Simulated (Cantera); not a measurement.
Charge: 1 mol SiCl4, 0.19 mol NH3, a varied amount of N2, held at 477 °C and 17.3 Torr.

Equilibrium computed with Cantera from the NASA thermochemical tables; the gas is ideal and each condensed phase is pure. Candidate condensed phases: NH4Cl, Si, Si3N4; 28 gas species. The numbers say what is thermodynamically allowed, not how fast it happens.

x: gas mole fraction; n: condensed amount in mol.

| n(N2) (mol) | x N2 | x SiCl4 | x HCl | x H2 | x SiHCl3 | x SiCl3 | n Si3N4(s) |
|---|---|---|---|---|---|---|---|
| 6.1 | 0.814 | 0.118 | 0.0618 | 0.00701 | (withheld) | 1.12e-7 | 0.0387 |
| 7.2 | 0.837 | 0.102 | 0.0545 | 0.00580 | (withheld) | 1.01e-7 | 0.0392 |
| 8.4 | 0.857 | 0.0897 | 0.0484 | 0.00483 | (withheld) | 9.08e-8 | 0.0396 |
| 9.9 | 0.876 | 0.0777 | 0.0424 | 0.00396 | (withheld) | 8.13e-8 | 0.0400 |
| 12 | 0.895 | 0.0655 | 0.0362 | 0.00313 | (withheld) | 7.12e-8 | 0.0405 |
| 14 | 0.909 | 0.0569 | 0.0318 | 0.00257 | (withheld) | 6.39e-8 | 0.0409 |
| 16 | 0.919 | 0.0503 | 0.0284 | 0.00217 | (withheld) | 5.82e-8 | 0.0412 |
| 19 | 0.931 | 0.0429 | 0.0244 | 0.00174 | (withheld) | 5.15e-8 | 0.0416 |
| 22 | 0.940 | 0.0373 | 0.0215 | 0.00143 | (withheld) | 4.63e-8 | 0.0419 |
| 26 | 0.949 | 0.0318 | 0.0185 | 0.00115 | (withheld) | 4.11e-8 | 0.0423 |
| 31 | 0.956 | 0.0269 | 0.0158 | 0.000905 | (withheld) | 3.61e-8 | 0.0426 |
| 36 | 0.962 | 0.0233 | 0.0138 | 0.000738 | (withheld) | 3.24e-8 | 0.0429 |
| 42 | 0.967 | 0.0200 | 0.0119 | 0.000598 | (withheld) | 2.89e-8 | 0.0432 |

### Question
Some entries are withheld; supply them.

### Answer

- 6.1, x SiHCl3: 6.04e-6
- 7.2, x SiHCl3: 4.92e-6
- 8.4, x SiHCl3: 4.06e-6
- 9.9, x SiHCl3: 3.29e-6
- 12, x SiHCl3: 2.56e-6
- 14, x SiHCl3: 2.08e-6
- 16, x SiHCl3: 1.74e-6
- 19, x SiHCl3: 1.38e-6
- 22, x SiHCl3: 1.13e-6
- 26, x SiHCl3: 8.93e-7
- 31, x SiHCl3: 6.98e-7
- 36, x SiHCl3: 5.66e-7
- 42, x SiHCl3: 4.54e-7
